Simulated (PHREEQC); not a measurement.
Dissolve 0.017 mol/kgw HNO3, 0.17 mol/kgw ZnSO4 and 0.21 mol/kgw KCl at 94 °C. It is in equilibrium with CO2 at log p = -3.5 (atm). Otherwise closed; pH follows from the charge balance.

Computed with PHREEQC (ion-association model, phreeqc.dat).

Precipitation was switched off in this run.

Order these Zn species by the share of Zn that they hold, largest first: ZnCl2, Zn+2, ZnCl+, Zn(SO4)2-2, ZnSO4.

Zn+2 (38 %), ZnCl+ (31 %), ZnSO4 (23 %), Zn(SO4)2-2 (6.0 %), ZnCl2 (2.0 %)

Order these Cl species by the share of Cl that they hold, largest first: ZnCl4-2, ZnCl2, Cl-, ZnCl3-, ZnCl+.

Cl- (70 %), ZnCl+ (25 %), ZnCl2 (3.2 %), ZnCl3- (1.2 %), ZnCl4-2 (0.41 %)

The pH is 2.79 and the ionic strength 0.499 mol/kgw. At this temperature some constants are extrapolated from 25 °C, and those without enthalpy data are left unchanged.
